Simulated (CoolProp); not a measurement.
Vapour-liquid equilibrium of R22 (1) + C3F8 (R218) (2) at 234.8 K; x and y are mole fractions of (1).

Values from CoolProp's multi-fluid Helmholtz-energy mixture model, Kamei 1995 and Lemmon 2006; pair parameters Bell 2016.

```tsv
x	bubble pressure (MPa)	y at the bubble point	dew pressure at overall composition x (MPa)	liquid density (mol/L)
0.05	0.1072	0.156	0.09817	8.804
0.2	0.1338	0.404	0.1113	9.470
0.35	0.1464	0.513	0.1274	10.26
0.5	0.1509	0.570	0.1451	11.21
0.65	0.1514	0.612	0.1494	12.36
0.8	0.1476	0.672	0.1339	13.78
0.95	0.1288	0.846	0.1182	15.54
```

y crosses x between x = 0.5 and 0.65: the model has an azeotrope there.

Pair parameters are fitted to limited data, so mixtures are less certain than the pure fluids.
